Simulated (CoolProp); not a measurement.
A simple Rankine cycle with R141b: condensing at 333.15 K, boiler at 2.73 MPa, turbine inlet 499 K, turbine efficiency 0.6, pump efficiency 0.7, no recuperator. Each further row changes one setting.

The numbers come from the reference Helmholtz-energy equation of state, Lemmon 2006 in CoolProp. It is a short technical equation, of lower accuracy than the large ones.

```csv
case,thermal efficiency (%),net work (kJ/kg),heat in (kJ/kg),turbine exit temperature (K),volume ratio over the turbine
as stated,11.4,?,335,431.1,?
condensing temperature 325.15 K,12.2,42.0,345,?,15.0
boiler pressure 1.91 MPa,10.1,?,346,445.5,7.88
turbine efficiency 0.5,9.3,31.2,335,438.3,?
```

Fill in the missing entries.


- as stated, net work (kJ/kg): 38.1
- as stated, volume ratio over the turbine: 11.9
- condensing temperature 325.15 K, turbine exit temperature (K): 426.3
- boiler pressure 1.91 MPa, net work (kJ/kg): 35.0
- turbine efficiency 0.5, volume ratio over the turbine: 12.1
